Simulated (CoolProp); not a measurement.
Saturation properties of hydrogen chloride (Tc = 51.5 °C, pc = 8314 kPa, ω = 0.130).

The numbers come from the reference Helmholtz-energy equation of state, Thol 2018 in CoolProp.

```
T (°C)     p (kPa)  liquid density (kg/m³)  vapour density (kg/m³)  enthalpy of vaporisation (kJ/kg)  liquid cp (kJ/(kg K))
------  ----------  ----------------------  ----------------------  --------------------------------  ---------------------
-42.15       708.6              (withheld)                   15.08                             390.1             (withheld)
-38.05  (withheld)                    1058                   17.37                             383.9                  1.751
-34.05  (withheld)              (withheld)              (withheld)                             377.6                  1.768
-29.95        1080                    1033                   22.70                             370.9                  1.787
-25.85        1233                    1020                   25.86                             363.9                  1.808
-21.75        1401                    1007                   29.37                             356.6                  1.832
-17.65        1585                   992.9                   33.28                             349.0                  1.860
-13.65        1781                   979.0                   37.50                             341.2                  1.890
-9.55         2001                   964.3                   42.31                             332.8                  1.926
-5.45   (withheld)                   949.0                   47.65                             324.0                  1.967
```

Question: Fill in the missing entries.

Answer: 
- -42.15, liquid density (kg/m³): 1070
- -42.15, liquid cp (kJ/(kg K)): 1.736
- -38.05, p (kPa): 820.6
- -34.05, p (kPa): 942.1
- -34.05, liquid density (kg/m³): 1046
- -34.05, vapour density (kg/m³): 19.86
- -5.45, p (kPa): 2240

It boils at -85.0 °C under 1 atm.
